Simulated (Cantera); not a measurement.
**Carbon deposition, reforming and gasification: CH₄ + H₂ + N₂**

A closed system holds: 1 mol CH₄, a varied amount of H₂, 15 mol N₂, at 1025 K and 0.450 bar.

Cantera equilibrium calculation (NASA polynomials, part measured and part estimated; ideal gas, pure solids and liquids). Candidate condensed phases: C, C₆H₆, C₇H₈, C₈H₁₈; 92 gas species. Equilibrium is a limit: real reactors are often held back by kinetics, nucleation or transport.

```csv
n(H₂) (mol),x H₂,x N₂,x CH₄,x NH₃,x HCN,x C₂H₄,x C₂H₆,n C(graphite)
2.5,0.228,0.771,0.00171,2.13e-5,3.21e-6,1.54e-8,2.82e-9,0.967
3.6,0.268,0.730,0.00237,2.64e-5,3.39e-6,2.13e-8,4.59e-9,0.951
5.2,0.319,0.678,0.00336,3.30e-5,3.56e-6,3.02e-8,7.74e-9,0.926
7.4,0.378,0.618,0.00472,4.06e-5,3.70e-6,4.24e-8,1.29e-8,0.885
11,0.454,0.539,0.00681,5.00e-5,3.79e-6,6.13e-8,2.24e-8,0.810
15,0.518,0.473,0.00888,5.71e-5,3.80e-6,7.99e-8,3.33e-8,0.718
21,0.589,0.399,0.0115,6.37e-5,3.72e-6,1.03e-7,4.89e-8,0.569
30,0.662,0.324,0.0145,6.82e-5,3.55e-6,1.30e-7,6.93e-8,0.329
43,0.729,0.254,0.0169,6.99e-5,3.18e-6,1.47e-7,8.62e-8,0
62,0.795,0.192,0.0128,6.92e-5,1.84e-6,7.08e-8,4.52e-8,0
88,0.846,0.144,0.00961,6.59e-5,1.09e-6,3.51e-8,2.39e-8,0
```
x: gas mole fraction; n: condensed amount in mol.

From 2.5 mol H₂ to 30 mol H₂ the condensed part is C(graphite). From 43 mol H₂ to 88 mol H₂ nothing is condensed. The main C-bearing gas is CH₄ throughout.
